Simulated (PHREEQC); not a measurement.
# Metal-bearing waste water: speciation

Consider water at 25 °C with 21 mmol/kgw ZnSO4, 32 mmol/kgw ZnCl2 and 5.3 mmol/kgw HCl. Closed to the air; pH follows from the charge balance.

Computed with PHREEQC (ion-association model, wateq4f.dat).

Each row changes one thing in this solution. This is a speciation only: nothing precipitates in the calculation.

```tsv
case	pH	ionic strength (mol/kgw)	Cl- (mol/kgw)	Zn+2 (mol/kgw)	ZnSO4 (mol/kgw)	SO4-2 (mol/kgw)	SI of Goslarite (ZnSO4:7H2O)	SI of Zincite(c) (ZnO)
as made	2.48	0.136	0.0665	0.0399	0.00970	0.00868	-2.42	-8.01
diluted 10-fold with water	3.36	0.0159	0.00688	0.00464	0.000596	0.00145	-3.63	-6.96
ZnSO4 replaced by Li2SO4 at the same molality	2.50	0.126	0.0676	0.0227	0.00707	0.0106	-2.56	-8.20
temperature from 25 to 55 °C	2.57	0.126	0.0617	0.0356	0.00965	0.00831	-2.73	-6.44
HCl from 0.0053 to 0.00053 mol/kgw	3.49	0.131	0.0619	0.0395	0.0103	0.00907	-2.39	-6.00
```

Species that the database lacks are ignored. At this temperature some constants are extrapolated from 25 °C, and those without enthalpy data are left unchanged.
